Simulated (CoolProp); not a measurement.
Properties of isobutane along the isobar 5 MPa.

Model: reference Helmholtz-energy equation of state, Bücker 2006, in CoolProp.

```json
[
 {"T (K)": "186.9", "phase": "liquid", "density (kg/m³)": "673.8", "Joule-Thomson coefficient (K/MPa)": "-0.5709", "isothermal compressibility (1/MPa)": "0.0009497", "viscosity (µPa s)": "733", "Prandtl number": "(withheld)"},
 {"T (K)": "195.5", "phase": "liquid", "density (kg/m³)": "665.7", "Joule-Thomson coefficient (K/MPa)": "-0.5561", "isothermal compressibility (1/MPa)": "(withheld)", "viscosity (µPa s)": "623", "Prandtl number": "9.11"},
 {"T (K)": "204.1", "phase": "liquid", "density (kg/m³)": "657.4", "Joule-Thomson coefficient (K/MPa)": "-0.5407", "isothermal compressibility (1/MPa)": "0.001120", "viscosity (µPa s)": "536", "Prandtl number": "8.17"},
 {"T (K)": "212.7", "phase": "liquid", "density (kg/m³)": "649.1", "Joule-Thomson coefficient (K/MPa)": "-0.5245", "isothermal compressibility (1/MPa)": "0.001219", "viscosity (µPa s)": "466", "Prandtl number": "7.42"},
 {"T (K)": "221.2", "phase": "liquid", "density (kg/m³)": "640.8", "Joule-Thomson coefficient (K/MPa)": "-0.5076", "isothermal compressibility (1/MPa)": "(withheld)", "viscosity (µPa s)": "410", "Prandtl number": "6.81"},
 {"T (K)": "229.8", "phase": "liquid", "density (kg/m³)": "632.3", "Joule-Thomson coefficient (K/MPa)": "-0.4894", "isothermal compressibility (1/MPa)": "0.001451", "viscosity (µPa s)": "362", "Prandtl number": "6.30"},
 {"T (K)": "238.4", "phase": "liquid", "density (kg/m³)": "623.7", "Joule-Thomson coefficient (K/MPa)": "-0.4702", "isothermal compressibility (1/MPa)": "0.001588", "viscosity (µPa s)": "(withheld)", "Prandtl number": "5.87"},
 {"T (K)": "247", "phase": "liquid", "density (kg/m³)": "615.0", "Joule-Thomson coefficient (K/MPa)": "-0.4497", "isothermal compressibility (1/MPa)": "0.001743", "viscosity (µPa s)": "288", "Prandtl number": "5.51"},
 {"T (K)": "255.6", "phase": "liquid", "density (kg/m³)": "606.2", "Joule-Thomson coefficient (K/MPa)": "-0.4277", "isothermal compressibility (1/MPa)": "0.001918", "viscosity (µPa s)": "259", "Prandtl number": "5.20"},
 {"T (K)": "264.1", "phase": "liquid", "density (kg/m³)": "597.3", "Joule-Thomson coefficient (K/MPa)": "-0.4043", "isothermal compressibility (1/MPa)": "0.002116", "viscosity (µPa s)": "235", "Prandtl number": "4.94"},
 {"T (K)": "272.7", "phase": "liquid", "density (kg/m³)": "588.2", "Joule-Thomson coefficient (K/MPa)": "-0.3787", "isothermal compressibility (1/MPa)": "0.002344", "viscosity (µPa s)": "213", "Prandtl number": "4.71"},
 {"T (K)": "281.3", "phase": "liquid", "density (kg/m³)": "578.8", "Joule-Thomson coefficient (K/MPa)": "-0.3508", "isothermal compressibility (1/MPa)": "0.002609", "viscosity (µPa s)": "194", "Prandtl number": "4.51"},
 {"T (K)": "289.9", "phase": "liquid", "density (kg/m³)": "569.2", "Joule-Thomson coefficient (K/MPa)": "-0.3202", "isothermal compressibility (1/MPa)": "0.002916", "viscosity (µPa s)": "177", "Prandtl number": "4.34"},
 {"T (K)": "298.5", "phase": "liquid", "density (kg/m³)": "559.4", "Joule-Thomson coefficient (K/MPa)": "-0.2863", "isothermal compressibility (1/MPa)": "0.003277", "viscosity (µPa s)": "162", "Prandtl number": "4.19"}
]
```

### Question
Complete the blanks.

### Answer

- 186.9, Prandtl number: 10.3
- 195.5, isothermal compressibility (1/MPa): 0.001031
- 221.2, isothermal compressibility (1/MPa): 0.001328
- 238.4, viscosity (µPa s): 322

Viscosity comes from a separate model (Vogel 2000). Thermal conductivity comes from a separate model (Perkins 2002).
